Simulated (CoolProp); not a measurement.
Model: reference Helmholtz-energy equation of state, Lemmon 2006, in CoolProp. It is a short technical equation, of lower accuracy than the large ones.

Problem. For carbonyl sulfide, give the phase and the Z, cp (kJ/(kg K)), isothermal compressibility (1/MPa), fugacity coefficient at 129.15 °C and 1.19 MPa; 129.15 °C and 5.97 MPa.

Solution. 
- 129.15 °C and 1.19 MPa: gas; Z 0.946, cp 0.813, isothermal compressibility 0.890, fugacity coefficient 0.949
- 129.15 °C and 5.97 MPa: gas; Z 0.665, cp 1.43, isothermal compressibility 0.284, fugacity coefficient 0.747
